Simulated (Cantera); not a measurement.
A closed system holds: 1 mol CS2, 0.11 mol SO2, 12 mol N2, equilibrated at 89.0 bar.

These are equilibrium values from Cantera (NASA tables, ideal gas, pure condensed phases), not measurements of a reactor. Candidate condensed phases: C, S; 35 gas species. The ideal-gas law is rough above about 30 bar. Gases not in the tables: S3 to S7. The numbers say what is thermodynamically allowed, not how fast it happens.

Task: At 675 K, list the 5 most abundant gas species with their mole fractions, and the condensed phases.

Result: N2 0.984, COS 0.00629, CO2 0.00584, S8 0.00190, CS2 0.00162. Condensed: C(graphite) + S(l).
